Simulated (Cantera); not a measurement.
A perfectly stirred reactor is fed with 6.63 % H2, 93.4 % O2, equivalence ratio 0.035, at 20.0 Torr; it is held at 1200 K, and followed from long to short residence time.

Detailed kinetics in Cantera: the H2/O2 subset of GRI-Mech 3.0, which has no nitrogen chemistry. Radical loss at walls, strong at low pressure, is not modelled. The temperature is held fixed by assumption; the heat of reaction is taken as removed at once.

Problem. Predict: x(H2) at τ = 3.80 s; x(O2) at τ = 3.80 s; x(H2O) at τ = 3.80 s; x(H) at τ = 3.80 s; x(HO2) at τ = 3.80 s; x(H2) at τ = 35.0 ms; x(O2) at τ = 35.0 ms; x(H2O) at τ = 35.0 ms; x(H) at τ = 35.0 ms; x(HO2) at τ = 35.0 ms.

Solution. 
```json
{
 "x(H2) at τ = 3.80 s": "6.46e-5",
 "x(O2) at τ = 3.80 s": "0.931",
 "x(H2O) at τ = 3.80 s": "0.0682",
 "x(H) at τ = 3.80 s": "2.03e-5",
 "x(HO2) at τ = 3.80 s": "1.36e-6",
 "x(H2) at τ = 35.0 ms": "0.00106",
 "x(O2) at τ = 35.0 ms": "0.920",
 "x(H2O) at τ = 35.0 ms": "0.0648",
 "x(H) at τ = 35.0 ms": "0.00179",
 "x(HO2) at τ = 35.0 ms": "6.53e-6"
}
```
